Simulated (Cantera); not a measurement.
Charge: 1 mol Al, 4.2 mol Cl2, 44 mol N2, equilibrated at 925 °C and 0.190 bar.

These are equilibrium values from Cantera (NASA tables, ideal gas, pure condensed phases), not measurements of a reactor. Candidate condensed phases: Al, AlCl3, AlN; 11 gas species. Rates play no part.

Base state: N2 0.921, Cl2 0.0553, AlCl3 0.0209, Cl 0.00250 (mole fractions); condensed: gas only.

Problem. What changes in the equilibrium state with this change: 0.036 mol H2 added?

Solution. 
```json
[
 {"species": "N2", "before": "0.921", "after": "0.921"},
 {"species": "Cl2", "before": "0.0553", "after": "0.0545"},
 {"species": "AlCl3", "before": "0.0209", "after": "0.0209"},
 {"species": "HCl", "before": "0", "after": "0.00151"},
 {"species": "Cl", "before": "0.00250", "after": "0.00248"}
]
```
Further candidate phases: NH4Cl.
